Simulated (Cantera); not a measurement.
**Fluorocarbon and chlorocarbon gases: CCl₄ + H₂**

Charge: 1 mol CCl₄, 0.79 mol H₂, held at 0.0670 bar.

Cantera equilibrium calculation (NASA polynomials, part measured and part estimated; ideal gas, pure solids and liquids). Candidate condensed phases: C, C₆H₆, C₇H₈, C₈H₁₈; 91 gas species. Gases not in the tables: chlorinated aromatics. Rates play no part.

From 773 K to 2723 K the condensed part is C(graphite). The main C-bearing gas is CCl₄ at 773 K and C₃ at 2723 K.

```tsv
T (K)	x Cl	x HCl	x Cl₂	x H	x H₂	n C(graphite)
773	1.24e-5	0.567	0.430	<1e-12	<1e-12	0.994
923	0.000284	0.566	0.433	<1e-12	3.30e-12	0.999
1073	0.00273	0.566	0.432	<1e-12	1.03e-10	1.000
1223	0.0150	0.562	0.423	4.35e-11	1.40e-9	1.000
1373	0.0557	0.551	0.394	1.35e-9	1.11e-8	1.000
1523	0.150	0.524	0.326	2.23e-8	6.25e-8	1.000
1673	0.300	0.481	0.218	2.42e-7	3.03e-7	1.000
1823	0.451	0.439	0.110	2.08e-6	1.54e-6	1.000
1973	0.543	0.413	0.0447	1.54e-5	8.77e-6	1.000
2123	0.581	0.402	0.0171	9.74e-5	4.94e-5	1.000
2273	0.596	0.396	0.00694	0.000506	0.000243	1.000
2423	0.603	0.391	0.00307	0.00216	0.000998	0.999
2573	0.611	0.377	0.00150	0.00763	0.00331	0.998
2723	0.624	0.344	0.000812	0.0219	0.00837	0.994
```
x: gas mole fraction; n: condensed amount in mol.
